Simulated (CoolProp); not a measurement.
Vapour-liquid equilibrium of n-hexane (1) + dimethyl carbonate (2) at 0.044 MPa; x and y are mole fractions of (1).

Model: multi-fluid Helmholtz-energy mixture model, Thol 2019 and Zhou 2011; pair parameters Bell 2016, in CoolProp.

Question: Give the bubble temperature and the first vapour's composition at x = 0.05, 0.35, 0.95. Is there an azeotrope?

Answer: x = 0.05: 329.5 K, y = 0.341; x = 0.35: 316.5 K, y = 0.672; x = 0.95: 316.4 K, y = 0.915. y crosses x between x = 0.75 and 0.85: the model has an azeotrope there.

Pair parameters are fitted to limited data, so mixtures are less certain than the pure fluids.
